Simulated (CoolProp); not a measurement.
Computed with CoolProp (reference Helmholtz-energy equation of state, Schroeder 2014).

### Question
For ethanol, give the phase and the density (kg/m³), cp (kJ/(kg K)), speed of sound (m/s), Joule-Thomson coefficient (K/MPa) at 290.7 K and 0.469 MPa; 420.1 K and 8.49 MPa.

### Answer
- 290.7 K and 0.469 MPa: liquid; density 792, cp 2.38, speed of sound 1170, Joule-Thomson coefficient -0.365
- 420.1 K and 8.49 MPa: liquid; density 671, cp 3.66, speed of sound 801, Joule-Thomson coefficient -0.0667
